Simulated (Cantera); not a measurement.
## Catalytic stagnation flow on Pt

A jet of CH4 : O2 : N2 = 0.032 : 0.076 : 0.79 (molar parts) at 300 K and 0.470 bar hits a platinum plate 3.1 cm away at a mass flux of 0.024 kg/m²/s; the plate temperature is set and raised in steps from an oxygen-covered start.

Detailed kinetics in Cantera: Deutschmann's 1995 Pt surface mechanism with GRI-Mech 3.0 gas chemistry. Catalytic surfaces can have several steady states; this one follows from the mechanism file's or the stated starting coverage.

| plate T (K) | wall x CH4 | wall x O2 | wall x H2O | wall x OH | wall x CO | wall x CO2 | θ free Pt | θ O* | θ OH* |
|---|---|---|---|---|---|---|---|---|---|
| 900 | 0.00983 | 0.0299 | 0.0482 | 2.17e-8 | 3.63e-6 | 0.0316 | 0.185 | 0.811 | 0.00387 |
| 950 | 0.00512 | 0.0200 | 0.0568 | 5.88e-8 | 2.72e-6 | 0.0373 | 0.269 | 0.727 | 0.00391 |
| 1000 | 0.00308 | 0.0158 | 0.0604 | 1.46e-7 | 2.27e-6 | 0.0397 | 0.350 | 0.646 | 0.00361 |
| 1050 | 0.00208 | 0.0137 | 0.0621 | 3.32e-7 | 2.08e-6 | 0.0409 | 0.427 | 0.570 | 0.00321 |
| 1100 | 0.00152 | 0.0126 | 0.0630 | 6.96e-7 | 2.03e-6 | 0.0415 | 0.498 | 0.499 | 0.00281 |
| 1150 | 0.00119 | 0.0120 | 0.0635 | 1.36e-6 | 2.09e-6 | 0.0418 | 0.565 | 0.432 | 0.00243 |
| 1200 | 0.000966 | 0.0117 | 0.0637 | 2.50e-6 | 2.25e-6 | 0.0419 | 0.626 | 0.372 | 0.00208 |
x: mole fraction at the wall; θ: surface coverage.
